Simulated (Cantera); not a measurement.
Feed: 1 mol Pb, 0.47 mol CO, 1.7 mol N₂, equilibrated at 413 Torr.

These are equilibrium values from Cantera (NASA tables, ideal gas, pure condensed phases), not measurements of a reactor. Candidate condensed phases: C, Pb, PbO, PbO₂, Pb₃O₄; 27 gas species. Kinetics and transport are ignored. All values below are at 1475 K.

Base state: N₂ 0.756, CO 0.209, Pb 0.0349, CO₂ 2.00e-5, Pb₂ 1.24e-5 (mole fractions); condensed: Pb(l).

Task: What changes in the equilibrium state with this change: pressure from 413 Torr to 7.50 Torr?

Result: 
```json
[
 {"species": "N₂", "before": "0.756", "after": "0.536"},
 {"species": "Pb", "before": "0.0349", "after": "0.315"},
 {"species": "CO", "before": "0.209", "after": "0.148"},
 {"species": "CO₂", "before": "2.00e-5", "after": "1.83e-7"},
 {"species": "Pb₂", "before": "1.24e-5", "after": "1.85e-5"},
 {"species": "Pb(l), mol", "before": "0.921", "after": "0"}
]
```
